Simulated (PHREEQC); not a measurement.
A solution holds 0.125 mol H3BO3 and 0.001 mol H4SiO4 per kg of water, at 25 °C. Closed to the air; pH follows from the charge balance.

All values are PHREEQC results (Pitzer model, pitzer.dat), not measurements.

```json
{
 "pH": "4.93",
 "ionic_strength": "1.16e-5 mol/kgw",
 "osmotic_coefficient": "1.000"
}
```

```csv
species,molality,activity,log γ
B(OH)3,0.125,0.125,0.000
H4SiO4,0.00100,0.00100,0.000
H+,1.16e-5,1.18e-5,0.008
B(OH)4-,6.26e-6,6.09e-6,-0.012
B3O3(OH)4-,5.32e-6,4.92e-6,-0.033
H3SiO4-,1.28e-8,1.25e-8,-0.012
```

No solid was allowed to form.
